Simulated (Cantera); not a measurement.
Cantera run:

```python
import numpy as np
import cantera as ct

gas_names = """
    Hg N NO NO2 NO3 N2 N2O O O2 O3
""".split()
cond_names = """
    Hg(cr) Hg(L) HgO(s)
""".split()


def load(file, names, dense=False):
    # The tables refer to 1 bar. Condensed volumes are neglected.
    table = {s.name: s for s in ct.Species.list_from_file(file)}
    out = []
    for n in names:
        d = dict(table[n].input_data)
        d["thermo"] = dict(d["thermo"], **{"reference-pressure": 1e5})
        if dense:
            d["equation-of-state"] = {"model": "constant-volume", "density": "1e6 g/cm^3"}
        out.append(ct.Species.from_dict(d))
    return out


gas = ct.Solution(thermo="ideal-gas", species=load("nasa_gas.yaml", gas_names))
cond = {s.name: ct.Solution(thermo="fixed-stoichiometry", species=[s], name=s.name)
        for s in load("nasa_condensed.yaml", cond_names, dense=True)}
atoms = {
    'HgO': {'Hg': 1, 'O': 1},
    'O2': {'O': 2},
    'N2': {'N': 2},
}
top_T = {}  # K; cautious upper limits of use, not melting points


def equilibrate(T, P, feed):
    n = {}
    for name, mol in feed.items():
        for a, k in atoms[name].items():
            n[a] = n.get(a, 0.0) + k * mol
    gas.TPX = T, P, n
    mass = sum(n.values()) * gas.mean_molecular_weight
    gas.equilibrate("TP")
    valid = [c for c in cond.values() if c.min_temp <= T <= top_T.get(c.name, c.max_temp)]
    mix = ct.Mixture([(gas, mass / gas.mean_molecular_weight)] + [(c, 0.0) for c in valid])
    mix.T, mix.P = T, P
    mix.equilibrate("TP", solver="vcs", rtol=1e-11, max_steps=5000)
    return mix


results = []
feed = {'HgO': 1, 'O2': 1, 'N2': 3.2}  # mol
P = 130000  # Pa
for T in [523, 623, 723, 823, 923, 1023, 1123, 1223, 1323, 1423]:
    mix = equilibrate(T, P, feed)
    results.append((T, P, feed, dict(zip(mix.species_names, mix.species_moles))))

top = {s: max(r[3][s] / sum(r[3][g] for g in gas_names) for r in results) for s in gas_names}
cols = sorted((s for s in top if top[s] > 0.0001), key=lambda s: -top[s])[:9]
seen = [c for c in cond_names if any(r[3].get(c, 0) > 1e-12 for r in results)]
print("log10 of partial pressures in bar; condensed amounts in mol")
print(f"{'T/K':>10s}" + "".join(f"{s[:9]:>10s}" for s in cols + seen))
for T, P, feed, n in results:
    ng = sum(n[g] for g in gas_names)
    print(f"{T:10.4g}" + "".join(f"{np.log10(max(n[s] / ng * P / 1e5, 1e-99)):10.3f}" for s in cols)
          + "".join(f"{n.get(c, 0):10.4g}" for c in seen))
```

Result:

```
log10 of partial pressures in bar; condensed amounts in mol
       T/K        N2        O2        Hg        NO    HgO(s)
       523    -0.004    -0.509    -4.193    -8.723    0.9998
       623    -0.012    -0.506    -1.813    -7.261    0.9494
       723    -0.137    -0.466    -0.642    -6.244         0
       823    -0.137    -0.466    -0.642    -5.442         0
       923    -0.137    -0.466    -0.642    -4.814         0
      1023    -0.137    -0.466    -0.642    -4.308         0
      1123    -0.137    -0.466    -0.642    -3.892         0
      1223    -0.137    -0.466    -0.642    -3.545         0
      1323    -0.137    -0.466    -0.642    -3.250         0
      1423    -0.137    -0.466    -0.642    -2.996         0
```

Cantera equilibrium calculation (NASA polynomials, part measured and part estimated; ideal gas, pure solids and liquids).
